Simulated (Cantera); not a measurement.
Charge: 1 mol trisilylamine, 2.6 mol NH3, 2.1 mol N2, at 1173.15 K and 5.30 Pa.

Method: chemical equilibrium by Gibbs-energy minimisation in Cantera with the NASA 1993 tables (ideal gas, pure condensed phases). Candidate condensed phases: Si, Si3N4; 18 gas species. The feed counts by its element totals alone. Kinetics and transport are ignored.

Base state: H2 0.816, N2 0.184, H 1.47e-5 (mole fractions); condensed: Si3N4(s).

### Question
What changes in the equilibrium state with this change: temperature from 1173.15 K to 1675 K?

### Answer
```tsv
species	before	after
H2	0.816	0.666
N2	0.184	0.312
H	1.47e-5	0.0130
Si	<1e-9	0.00819
SiH	<1e-9	8.17e-5
Si2N	<1e-9	3.96e-5
Si2	<1e-9	3.19e-5
SiN	<1e-9	2.19e-5
Si3N4(s), mol	1.00	0
Si(s), mol	0	2.89
```
The tables' values for SiN are old estimates; treat these amounts as uncertain.
